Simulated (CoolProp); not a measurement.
Saturation properties of n-nonane.

Model: reference Helmholtz-energy equation of state, Lemmon 2006, in CoolProp. It is a short technical equation, of lower accuracy than the large ones.

| T (K) | p (kPa) | liquid density (kg/m³) | liquid cp (kJ/(kg K)) | vapour Z | liquid viscosity (µPa s) |
|---|---|---|---|---|---|
| 419.7 | 90.51 | 612.8 | 2.714 | 0.9462 | 215 |
| 427.4 | 111.0 | 605.7 | 2.749 | 0.9379 | 204 |
| 435 | 134.7 | 598.6 | 2.784 | 0.9289 | 192 |
| 442.7 | 162.5 | 591.2 | 2.820 | 0.9189 | 182 |
| 450.3 | 194.1 | 583.8 | 2.856 | 0.9082 | 172 |
| 457.9 | 230.3 | 576.1 | 2.892 | 0.8965 | 163 |
| 465.6 | 272.0 | 568.2 | 2.930 | 0.8837 | 154 |
| 473.2 | 318.6 | 560.1 | 2.969 | 0.8701 | 145 |
| 480.9 | 371.8 | 551.7 | 3.009 | 0.8551 | 137 |
| 488.5 | 430.8 | 543.1 | 3.050 | 0.8392 | 130 |
| 496.2 | 497.5 | 534.1 | 3.094 | 0.8218 | 122 |

It boils at 423.9 K under 1 atm.

Viscosity comes from a separate model (Huber 2004).
